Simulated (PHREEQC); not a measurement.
Solution (41 °C): 9.5 mmol/kgw HF, 0.53 mmol/kgw NH4F and 1.2 mmol/kgw HCl. Closed to the air; pH follows from the charge balance.

The numbers come from PHREEQC with the ion-association model, wateq4f.dat.

Precipitation was switched off in this run.

### Question
Estimate the pH, ionic strength.

### Answer
pH 2.63; ionic strength 0.00303 mol/kgw.

### Question
In which forms is F present?

### Answer
HF 79 %, F- 18 %, H2F2 1.8 %, HF2- 1.2 % of the F.

At this temperature some constants are extrapolated from 25 °C, and those without enthalpy data are left unchanged.
